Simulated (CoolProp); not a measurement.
A single-stage vapour-compression cycle with hydrogen chloride: evaporating at 212.15 K (dew point), condensing at 241.15 K (bubble point), superheat 2 K, subcooling 0 K, compressor efficiency 0.9, no pressure losses. Each further row changes one setting.

Model: reference Helmholtz-energy equation of state, Thol 2018, in CoolProp.

```csv
case,cooling COP,pressure ratio,discharge temperature (K),refrigerating effect (kJ/kg),volumetric capacity (kJ/m³)
as stated,5.59,3.02,299.4,368,2690
evaporating temperature 217.15 K,7.09,2.44,287.0,(withheld),(withheld)
condensing temperature 236.15 K,6.93,(withheld),284.4,376,2750
subcooling 5 K,(withheld),3.02,299.4,376,2750
superheat 12 K,(withheld),3.02,314.0,377,(withheld)
compressor efficiency 0.8,4.96,3.02,(withheld),368,2690
```

### Question
What belongs in the gaps?

### Answer

- evaporating temperature 217.15 K, refrigerating effect (kJ/kg): 370
- evaporating temperature 217.15 K, volumetric capacity (kJ/m³): 3300
- condensing temperature 236.15 K, pressure ratio: 2.55
- subcooling 5 K, cooling COP: 5.72
- superheat 12 K, cooling COP: 5.41
- superheat 12 K, volumetric capacity (kJ/m³): 2600
- compressor efficiency 0.8, discharge temperature (K): 308.4
